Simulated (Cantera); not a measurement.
Input (Python, Cantera):

```python
import numpy as np
import cantera as ct

gas = ct.Solution("gri30.yaml")
gas.TPX = 973, 80000, {'H2': 1.3, 'O2': 1, 'N2': 3.4, 'H2O': 0.0086}
reactor = ct.IdealGasConstPressureReactor(gas, energy="off", clone=False)
net = ct.ReactorNet([reactor])
net.rtol, net.atol = 1e-08, 1e-18
show = ['H2', 'O2', 'H2O', 'H', 'NO', 'HO2']
times = np.geomspace(1e-06, 200, 9)

steps = ct.SolutionArray(gas, extra=["t"])
rows = []
print(f"{'t/s':>10s}{'T/K':>9s}{'P/Pa':>11s}" + "".join(f"{s:>11s}" for s in show))
for t in times:
    while net.time < t:
        t_next = net.step()
        steps.append(gas.state, t=t_next)
    rows.append([np.interp(t, steps.t, y) for y in (steps.T, steps.P, *steps(*show).X.T)])
    print(f"{t:10.3e}{rows[-1][0]:9.1f}{rows[-1][1]:11.4g}" + "".join(f"{x:11.3e}" for x in rows[-1][2:]))
rate = np.gradient(steps.T, steps.t)
print("integrator steps:", len(steps.t))
if steps.T.max() > steps.T[0] + 200:
    print(f"time of steepest temperature rise: {steps.t[rate.argmax()]:.4e} s")
gas.TPX = 973, 80000, {'H2': 1.3, 'O2': 1, 'N2': 3.4, 'H2O': 0.0086}
gas.equilibrate("TP")
print(f"equilibrium (TP): T = {gas.T:.1f} K  " + "  ".join(f"{s} {gas[s].X[0]:.3e}" for s in show))
```

Result:

```
       t/s      T/K       P/Pa         H2         O2        H2O          H         NO        HO2
 1.000e-06    973.0      8e+04  2.277e-01  1.752e-01  1.506e-03  1.026e-11  9.630e-28  1.137e-11
 1.091e-05    973.0      8e+04  2.277e-01  1.752e-01  1.506e-03  1.090e-10  1.657e-24  1.740e-10
 1.189e-04    973.0      8e+04  2.277e-01  1.752e-01  1.507e-03  8.773e-09  4.901e-20  2.669e-08
 1.297e-03    973.0      8e+04  8.739e-02  1.098e-01  1.599e-01  4.031e-07  4.837e-08  6.961e-05
 1.414e-02    973.0      8e+04  8.566e-02  1.089e-01  1.617e-01  8.976e-07  4.413e-08  6.025e-05
 1.542e-01    973.0      8e+04  4.554e-02  9.017e-02  2.069e-01  9.668e-07  4.688e-08  6.139e-05
 1.682e+00    973.0      8e+04  4.130e-04  6.938e-02  2.582e-01  3.346e-09  5.253e-09  3.820e-06
 1.834e+01    973.0      8e+04  5.143e-06  6.919e-02  2.587e-01  5.821e-12  2.137e-09  1.018e-07
 2.000e+02    973.0      8e+04  4.188e-11  6.919e-02  2.587e-01  7.904e-15  1.180e-07  3.908e-10
integrator steps: 2792
equilibrium (TP): T = 973.0 K  H2 4.231e-11  O2 6.918e-02  H2O 2.587e-01  H 7.915e-15  NO 1.229e-05  HO2 3.951e-10
```

Model: GRI-Mech 3.0 (53 species, 325 reactions), integrated in Cantera. The temperature is held fixed by assumption; the heat of reaction is taken as removed at once.
